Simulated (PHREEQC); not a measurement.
A solution holds 0.0011 mol/kgw NaOH, 0.00086 mol/kgw K2SiO3 and 0.0023 mol/kgw (CH3)4NCl, at 25 °C. Closed to the air; pH follows from the charge balance.

Model: ion-association model, phreeqc.dat, run in PHREEQC.

```csv
quantity,before,after
pH,11.26,11.07
ionic strength (mol/kgw),0.00513,0.00375
SI of Halite (NaCl),-7.23,-7.22
```

Problem. What was changed between the two runs?
A. temperature from 25 to 55 °C
B. diluted 100-fold with water
C. K2SiO3 from 0.00086 to 0.000172 mol/kgw

Solution. C, K2SiO3 from 0.00086 to 0.000172 mol/kgw

No solid was allowed to form. (CH3)4N+ isn't in the database: it is added as a free cation with an ion size of 4 Å.
